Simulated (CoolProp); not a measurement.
Fluorine along the isobar 8070 kPa: Z from the reference equation and from simpler models built on Tc = 144.4 K, pc = 5240 kPa, ω = 0.045; each cubic takes its own stable root.

The numbers come from the reference Helmholtz-energy equation of state, de Reuck 1990 in CoolProp.

| T (K) | phase | reference |
|---|---|---|
| 73.3 | liquid | 0.3152 |
| 84.9 | liquid | 0.2852 |
| 96.4 | liquid | 0.2647 |
| 108 | liquid | 0.2512 |
| 119.6 | liquid | 0.2442 |
| 131.1 | liquid | 0.2450 |
| 142.7 | liquid | 0.2612 |
| 154.2 | supercritical | 0.3514 |
| 165.8 | supercritical | 0.5812 |
| 177.4 | supercritical | 0.7010 |
| 188.9 | supercritical | 0.7741 |

Question: How far does each simpler model (van der Waals, Redlich-Kwong, Peng-Robinson) lie from the reference over these 11 states: mean and median of the absolute difference, and the worst?

Answer: 
- van der Waals: mean 28.9 %, median 38.7 %, worst +44.4 % at 73.3 K and 8070 kPa
- Redlich-Kwong: mean 2.9 %, median 1.3 %, worst +9.4 % at 154.2 K and 8070 kPa
- Peng-Robinson: mean 7.1 %, median 6.8 %, worst -11.8 % at 84.9 K and 8070 kPa
